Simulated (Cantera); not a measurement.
## Thermodynamics of silicon etching in halogen gases, feed Si + Br2 + N2

Feed: 1 mol Si, a varied amount of Br2, 2.3 mol N2, at 1052 °C and 1.10 Pa.

Cantera equilibrium calculation (NASA polynomials, part measured and part estimated; ideal gas, pure solids and liquids). Candidate condensed phases: Br2, Si, Si3N4; 13 gas species. N2 is the only nitrogen source here; it is nearly inert below about 1500 K, so the nitride shown seldom forms there in practice. The tables' values for SiBr3, SiBr are old estimates; treat these amounts as uncertain. Equilibrium is a limit: real reactors are often held back by kinetics, nucleation or transport.

```csv
n(Br2) (mol),x N2,x Br,x SiBr2,x SiBr4,n Si3N4(s)
0.88,0.683,0.0729,0.243,0.000128,0.0786
1,0.664,0.0748,0.260,0.000145,0.0423
1.2,0.623,0.106,0.269,0.000302,0
1.4,0.563,0.192,0.242,0.000883,0
1.7,0.493,0.293,0.209,0.00179,0
2,0.438,0.372,0.184,0.00253,0
2.3,0.394,0.435,0.164,0.00309,0
2.7,0.347,0.502,0.144,0.00359,0
3.2,0.302,0.566,0.124,0.00395,0
3.8,0.262,0.624,0.106,0.00412,0
4.5,0.226,0.675,0.0909,0.00412,0
```
x: gas mole fraction; n: condensed amount in mol.

From 0.88 mol Br2 to 1 mol Br2 the condensed part is Si3N4(s). From 1.2 mol Br2 to 4.5 mol Br2 nothing is condensed. The main Si-bearing gas is SiBr2 throughout.
